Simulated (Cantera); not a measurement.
# acetone + O2 (carbon deposition, reforming and gasification)

Input: 1 mol acetone, 2 mol O2, equilibrated at 2.60 bar.

Equilibrium computed with Cantera from the NASA thermochemical tables; the gas is ideal and each condensed phase is pure. Candidate condensed phases: C, C6H6, C7H8, C8H18, H2O; 131 gas species. Ions and electrons are included (thermal ionisation). The feed counts by its element totals alone. Equilibrium is a limit: real reactors are often held back by kinetics, nucleation or transport.

From 1727 °C to 4727 °C nothing is condensed. The main C-bearing gas is CO throughout.

| T (°C) | x H | x CO | x H2O | x H2 | x O | x CO2 | x OH | x O2 |
|---|---|---|---|---|---|---|---|---|
| 1727 | 0.000508 | 0.413 | 0.246 | 0.254 | 7.20e-8 | 0.0873 | 4.92e-5 | 3.01e-8 |
| 2227 | 0.00759 | 0.424 | 0.256 | 0.237 | 3.58e-5 | 0.0739 | 0.00170 | 1.59e-5 |
| 2727 | 0.0453 | 0.420 | 0.238 | 0.214 | 0.00217 | 0.0631 | 0.0167 | 0.000957 |
| 3227 | 0.155 | 0.390 | 0.143 | 0.179 | 0.0289 | 0.0379 | 0.0572 | 0.00894 |
| 3727 | 0.333 | 0.334 | 0.0353 | 0.114 | 0.0997 | 0.0117 | 0.0605 | 0.0117 |
| 4227 | 0.465 | 0.295 | 0.00409 | 0.0470 | 0.153 | 0.00274 | 0.0283 | 0.00494 |
| 4727 | 0.517 | 0.280 | 0.000421 | 0.0168 | 0.173 | 0.000727 | 0.0105 | 0.00158 |
x: gas mole fraction; nothing condenses.
